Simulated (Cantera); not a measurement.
An isothermal, constant-pressure homogeneous reactor starts with 38.4 % N₂O, 0.108 % H₂, 61.5 % N₂, at 1225 K and 30000 Pa.

Cantera simulation using GRI-Mech 3.0 (53 species, 325 reactions); the numbers are that mechanism's predictions, not measurements. GRI-Mech 3.0 was tuned for natural gas; its chemistry of N2O as a main component is partial and can be far from experiment. The mechanism lacks the step 2 NO + O2 → 2 NO2, which can matter for NO2 below about 1400 K. The temperature is held fixed by assumption; the heat of reaction is taken as removed at once.

x: mole fraction; the columns are a selection and need not sum to one.

| t (s) | x N₂O | x H₂ | x N₂ | x H | x O | x H₂O |
|---|---|---|---|---|---|---|
| 0.000200 | 0.384 | 0.00107 | 0.615 | 7.92e-8 | 2.38e-6 | 8.93e-7 |
| 0.000540 | 0.384 | 0.00107 | 0.615 | 1.84e-7 | 2.39e-6 | 8.02e-6 |
| 0.00146 | 0.384 | 0.00102 | 0.615 | 3.59e-7 | 2.39e-6 | 5.38e-5 |
| 0.00394 | 0.383 | … | 0.615 | 3.98e-7 | 2.43e-6 | 0.000239 |
| 0.0106 | 0.382 | … | 0.616 | 2.02e-7 | 2.50e-6 | 0.000604 |
| 0.0287 | 0.379 | … | 0.618 | 4.33e-8 | 2.54e-6 | 0.000934 |
| 0.0775 | 0.373 | … | 0.621 | 4.87e-9 | 2.54e-6 | 0.00105 |
| 0.209 | 0.356 | … | 0.630 | 1.90e-9 | 2.53e-6 | 0.00106 |
| 0.565 | 0.316 | 4.40e-9 | 0.652 | 1.98e-9 | 2.48e-6 | 0.00104 |
| 1.52 | 0.232 | 4.18e-9 | 0.697 | 2.01e-9 | 2.34e-6 | 0.00101 |
| 4.12 | 0.109 | … | 0.763 | 1.73e-9 | 1.93e-6 | 0.000950 |
| 11.1 | 0.0219 | … | 0.811 | 5.88e-10 | 8.64e-7 | 0.000911 |
| 30.0 | 0.000975 | 1.99e-10 | 0.823 | 1.90e-11 | 7.77e-8 | 0.000903 |

Problem. Complete the blanks.

Solution. 
- 0.00394, x H₂: 0.000828
- 0.0106, x H₂: 0.000464
- 0.0287, x H₂: 0.000136
- 0.0775, x H₂: 1.48e-5
- 0.209, x H₂: 1.32e-7
- 4.12, x H₂: 3.74e-9
- 11.1, x H₂: 1.85e-9
